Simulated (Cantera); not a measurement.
Cantera run, input and output.

```python
import numpy as np
import cantera as ct

gas = ct.Solution("gri30.yaml")
gas.TPX = 1850, 23000, {'CH4': 0.22, 'N2': 15}
reactor = ct.IdealGasConstPressureReactor(gas, energy="off", clone=False)
net = ct.ReactorNet([reactor])
net.rtol, net.atol = 1e-08, 1e-18
show = ['CH4', 'C2H4', 'HCN', 'H', 'CH2', 'C2H6', 'CH3']
times = np.geomspace(0.0004, 5, 10)

steps = ct.SolutionArray(gas, extra=["t"])
rows = []
print(f"{'t/s':>10s}{'T/K':>9s}{'P/Pa':>11s}" + "".join(f"{s:>11s}" for s in show))
for t in times:
    while net.time < t:
        t_next = net.step()
        steps.append(gas.state, t=t_next)
    rows.append([np.interp(t, steps.t, y) for y in (steps.T, steps.P, *steps(*show).X.T)])
    print(f"{t:10.3e}{rows[-1][0]:9.1f}{rows[-1][1]:11.4g}" + "".join(f"{x:11.3e}" for x in rows[-1][2:]))
rate = np.gradient(steps.T, steps.t)
print("integrator steps:", len(steps.t))
if steps.T.max() > steps.T[0] + 200:
    print(f"time of steepest temperature rise: {steps.t[rate.argmax()]:.4e} s")
gas.TPX = 1850, 23000, {'CH4': 0.22, 'N2': 15}
gas.equilibrate("TP")
print(f"equilibrium (TP): T = {gas.T:.1f} K  " + "  ".join(f"{s} {gas[s].X[0]:.3e}" for s in show))
```

Output:

```
       t/s      T/K       P/Pa        CH4       C2H4        HCN          H        CH2       C2H6        CH3
 4.000e-04   1850.0    2.3e+04  1.423e-02  6.528e-06  4.691e-10  2.529e-06  1.640e-07  6.492e-07  2.034e-04
 1.141e-03   1850.0    2.3e+04  1.359e-02  1.301e-04  1.366e-08  8.061e-06  8.897e-07  5.292e-06  5.384e-04
 3.255e-03   1850.0    2.3e+04  9.707e-03  8.563e-04  6.576e-07  4.165e-05  2.621e-06  1.302e-05  8.346e-04
 9.283e-03   1850.0    2.3e+04  3.819e-03  1.759e-04  5.721e-06  8.669e-05  1.825e-06  2.687e-06  3.888e-04
 2.648e-02   1850.0    2.3e+04  1.094e-03  1.615e-05  1.652e-05  1.219e-04  8.547e-07  2.969e-07  1.324e-04
 7.553e-02   1850.0    2.3e+04  2.671e-04  1.685e-06  3.169e-05  1.475e-04  2.989e-07  2.307e-08  3.755e-05
 2.154e-01   1850.0    2.3e+04  6.847e-05  6.520e-07  4.768e-05  1.588e-04  8.881e-08  1.699e-09  1.027e-05
 6.145e-01   1850.0    2.3e+04  1.728e-05  5.797e-07  6.182e-05  1.628e-04  2.360e-08  1.132e-10  2.652e-06
 1.753e+00   1850.0    2.3e+04  3.313e-06  5.753e-07  7.119e-05  1.645e-04  4.628e-09  4.781e-12  5.136e-07
 5.000e+00   1850.0    2.3e+04  8.484e-07  5.752e-07  7.508e-05  1.650e-04  1.195e-09  8.448e-13  1.319e-07
integrator steps: 1276
equilibrium (TP): T = 1850.0 K  CH4 6.150e-07  C2H4 3.721e-08  HCN 1.333e-02  H 1.651e-04  CH2 8.677e-10  C2H6 1.827e-13  CH3 9.564e-08
```

Computed with Cantera and GRI-Mech 3.0 (53 species, 325 reactions). GRI-Mech 3.0 stops at C3 and has no aromatics, soot or wall deposition, so with more carbon than oxygen in the feed, carbon stays in small species such as C2H2 where larger ones or solid carbon would form.
